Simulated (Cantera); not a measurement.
A closed system holds: 1 mol Si2Cl6, 21 mol NH3, 97 mol H2, at 0.130 bar.

These are equilibrium values from Cantera (NASA tables, ideal gas, pure condensed phases), not measurements of a reactor. Candidate condensed phases: NH4Cl, Si, Si3N4; 28 gas species. The feed counts by its element totals alone. The tables' values for SiCl, SiCl3 are old estimates; treat these amounts as uncertain. Gases not in the tables: Si2H6 and higher silanes. The numbers say what is thermodynamically allowed, not how fast it happens.

x: gas mole fraction; n: condensed amount in mol.

```json
[
 {"T (°C)": "1075", "x H2": "0.892", "x N2": "0.0652", "x HCl": "0.0426", "x SiCl2": "[?]", "n Si3N4(s)": "0.665", "n Si(l)": "0"},
 {"T (°C)": "1125", "x H2": "0.892", "x N2": "0.0652", "x HCl": "0.0425", "x SiCl2": "[?]", "n Si3N4(s)": "0.664", "n Si(l)": "0"},
 {"T (°C)": "1175", "x H2": "0.892", "x N2": "0.0652", "x HCl": "0.0424", "x SiCl2": "[?]", "n Si3N4(s)": "0.662", "n Si(l)": "0"},
 {"T (°C)": "1225", "x H2": "0.892", "x N2": "0.0653", "x HCl": "0.0422", "x SiCl2": "[?]", "n Si3N4(s)": "0.657", "n Si(l)": "0"},
 {"T (°C)": "1275", "x H2": "0.892", "x N2": "0.0654", "x HCl": "0.0418", "x SiCl2": "[?]", "n Si3N4(s)": "0.648", "n Si(l)": "0"},
 {"T (°C)": "1325", "x H2": "0.892", "x N2": "0.0656", "x HCl": "0.0412", "x SiCl2": "[?]", "n Si3N4(s)": "0.634", "n Si(l)": "0"},
 {"T (°C)": "1375", "x H2": "0.892", "x N2": "0.0659", "x HCl": "0.0402", "x SiCl2": "[?]", "n Si3N4(s)": "0.610", "n Si(l)": "0"},
 {"T (°C)": "1425", "x H2": "0.893", "x N2": "0.0664", "x HCl": "0.0387", "x SiCl2": "[?]", "n Si3N4(s)": "0.576", "n Si(l)": "0"},
 {"T (°C)": "1475", "x H2": "0.893", "x N2": "0.0670", "x HCl": "0.0368", "x SiCl2": "[?]", "n Si3N4(s)": "0.530", "n Si(l)": "0"},
 {"T (°C)": "1525", "x H2": "0.893", "x N2": "0.0677", "x HCl": "0.0343", "x SiCl2": "0.00401", "n Si3N4(s)": "0.472", "n Si(l)": "0"},
 {"T (°C)": "1575", "x H2": "0.886", "x N2": "0.0739", "x HCl": "0.0344", "x SiCl2": "0.00386", "n Si3N4(s)": "0", "n Si(l)": "1.43"},
 {"T (°C)": "1625", "x H2": "0.885", "x N2": "0.0739", "x HCl": "0.0347", "x SiCl2": "0.00368", "n Si3N4(s)": "0", "n Si(l)": "1.44"},
 {"T (°C)": "1675", "x H2": "0.884", "x N2": "0.0738", "x HCl": "0.0349", "x SiCl2": "0.00352", "n Si3N4(s)": "0", "n Si(l)": "1.44"}
]
```

**Question.** Fill in the missing entries.

**Answer.** 
- 1075, x SiCl2: 1.94e-5
- 1125, x SiCl2: 4.47e-5
- 1175, x SiCl2: 9.65e-5
- 1225, x SiCl2: 0.000196
- 1275, x SiCl2: 0.000378
- 1325, x SiCl2: 0.000686
- 1375, x SiCl2: 0.00117
- 1425, x SiCl2: 0.00188
- 1475, x SiCl2: 0.00284
